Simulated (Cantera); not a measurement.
Equilibrium for chlorosilane synthesis and conversion: SiCl4 + HCl + H2

Charge: 1 mol SiCl4, a varied amount of HCl, 0.4 mol H2, held at 1175 K and 510 Torr.

Cantera equilibrium calculation (NASA polynomials, part measured and part estimated; ideal gas, pure solids and liquids). Candidate condensed phases: Si; 19 gas species. The tables' values for SiCl3 are old estimates; treat these amounts as uncertain. Equilibrium is a limit: real reactors are often held back by kinetics, nucleation or transport.

From 0.72 mol HCl to 4.7 mol HCl nothing is condensed. The main Si-bearing gas is SiCl4 throughout.

```tsv
n(HCl) (mol)	x HCl	x SiCl4	x H2	x SiHCl3	x SiCl3	x SiCl2	x SiH2Cl2
0.72	0.347	0.463	0.182	0.00572	0.00191	7.71e-5	9.06e-6
0.88	0.392	0.432	0.170	0.00442	0.00153	5.28e-5	5.81e-6
1.1	0.444	0.395	0.156	0.00327	0.00118	3.44e-5	3.47e-6
1.3	0.485	0.367	0.145	0.00258	0.000967	2.49e-5	2.34e-6
1.7	0.551	0.320	0.127	0.00174	0.000695	1.48e-5	1.21e-6
2	0.590	0.292	0.116	0.00135	0.000566	1.07e-5	8.05e-7
2.5	0.642	0.255	0.101	0.000949	0.000424	6.91e-6	4.53e-7
3.1	0.690	0.221	0.0880	0.000666	0.000320	4.51e-6	2.57e-7
3.8	0.731	0.192	0.0763	0.000471	0.000243	3.01e-6	1.49e-7
4.7	0.771	0.163	0.0651	0.000326	0.000182	1.97e-6	8.32e-8
```
x: gas mole fraction; nothing condenses.
